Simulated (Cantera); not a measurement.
Ignition delay

Mixture: CH₄ : O₂ : N₂ : CO₂ = 1 : 3.64 : 13.7 : 0.52 (molar parts), at 0.799 atm, adiabatic and at constant volume. Ignition delay is the time to a rise of 400 K.

Detailed kinetics in Cantera: GRI-Mech 3.0 (53 species, 325 reactions).

| T0 (K) | delay (ms) |
|---|---|
| 1125 | 126 |
| 1225 | 28.3 |
| 1325 | 7.52 |
| 1425 | 2.38 |
| 1525 | 0.905 |
| 1625 | 0.404 |
| 1725 | 0.204 |
| 1825 | 0.112 |

The apparent activation energy between 1625 and 1825 K is 160 kJ/mol.
